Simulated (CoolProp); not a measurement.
R236FA at 293.15 K and 0.15 MPa flows at 5 m/s in a round tube of 1 mm bore and 1.5 µm roughness, fully developed (64/Re and Nu = 3.66 if laminar; Colebrook and Gnielinski if turbulent). Each further row changes one setting.

The numbers come from the reference Helmholtz-energy equation of state, Pan 2012 in CoolProp.

```tsv
case	Reynolds number	Darcy friction factor	pressure drop (Pa/m)	heat-transfer coefficient (W/(m² K))	mass flow (kg/h)
as stated	4600	0.0399	4920	195	0.140
velocity 10 m/s	9210	0.0337	16600	369	0.279
diameter 2 mm	9210	0.0327	2020	178	0.558
```

Viscosity comes from a separate model (Huber 2003), an estimate that may be off by 10 % or more. Thermal conductivity comes from a separate model (Huber 2003), an estimate that may be off by 10 % or more.
